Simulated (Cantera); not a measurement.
A closed system holds: 1 mol MgO, 0.072 mol H2S, 8.6 mol CO2, equilibrated at 1 atm.

Equilibrium computed with Cantera from the NASA thermochemical tables; the gas is ideal and each condensed phase is pure. Candidate condensed phases: C, C6H6, C7H8, C8H18, H2O, H2SO4, Mg, MgCO3, MgO, Mg(OH)2, MgS, MgSO4, S; 130 gas species. Gases not in the tables: S3 to S7. Rates play no part.

log p: log10 of the partial pressure in bar; n: condensed amount in mol.

| T (K) | log p CO2 | log p CO | log p SO2 | log p H2O | log p COS | log p S2 | log p H2S | n MgO(s) |
|---|---|---|---|---|---|---|---|---|
| 900 | 0.00 | -2.31 | -3.31 | -2.16 | -2.53 | -2.76 | -2.84 | 1.00 |
| 975 | 0.00 | -2.08 | -2.83 | -2.13 | -2.68 | -2.70 | -3.10 | 1.00 |
| 1050 | -0.01 | -1.88 | -2.49 | -2.11 | -2.87 | -2.78 | -3.39 | 1.00 |
| 1125 | -0.01 | ? | ? | -2.09 | ? | ? | ? | 1.00 |
| 1200 | -0.01 | -1.64 | -2.13 | -2.09 | -3.58 | -3.58 | -4.30 | 1.00 |
| 1275 | -0.01 | -1.61 | -2.09 | -2.09 | -4.19 | -4.42 | -5.00 | 1.00 |
| 1350 | -0.01 | -1.60 | -2.08 | -2.08 | -4.83 | -5.29 | -5.71 | 1.00 |
| 1425 | -0.01 | -1.60 | -2.08 | -2.08 | ? | ? | ? | 1.00 |
| 1500 | -0.01 | -1.60 | -2.08 | -2.08 | -5.94 | -6.84 | -6.94 | 1.00 |
| 1575 | -0.01 | -1.60 | -2.08 | -2.08 | -6.41 | -7.50 | -7.47 | 1.00 |
| 1650 | -0.01 | -1.60 | -2.08 | -2.08 | -6.84 | -8.09 | -7.95 | 1.00 |

Problem. What belongs in the gaps?

Solution. 
- 1425, log p COS: -5.41
- 1425, log p S2: -6.10
- 1425, log p H2S: -6.36
- 1125, log p CO: -1.73
- 1125, log p SO2: -2.25
- 1125, log p COS: -3.14
- 1125, log p S2: -3.04
- 1125, log p H2S: -3.77
